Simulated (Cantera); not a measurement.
Charge: 1 mol SiH4, 0.17 mol HCl, 4.6 mol H2, equilibrated at 1725 K and 10000 Pa.

Equilibrium computed with Cantera from the NASA thermochemical tables; the gas is ideal and each condensed phase is pure. Candidate condensed phases: Si; 19 gas species. Gases not in the tables: Si2H6 and higher silanes. Kinetics and transport are ignored.

Base state: H2 0.976, HCl 0.0217, SiCl2 0.00167, H 0.000580, SiH2 1.68e-5, Si 1.02e-5 (mole fractions); condensed: Si(l).

**Question.** What changes in the equilibrium state with this change: temperature from 1725 K to 1798.15 K?

**Answer.** 
| species | before | after |
|---|---|---|
| H2 | 0.976 | 0.975 |
| HCl | 0.0217 | 0.0220 |
| SiCl2 | 0.00167 | 0.00153 |
| H | 0.000580 | 0.00110 |
| Si | 1.02e-5 | 3.09e-5 |
| SiH | 4.53e-6 | 1.11e-5 |
| SiCl | 9.72e-6 | 1.90e-5 |
| Si(l), mol | 0.988 | 0.989 |
The tables' values for SiCl are old estimates; treat these amounts as uncertain.
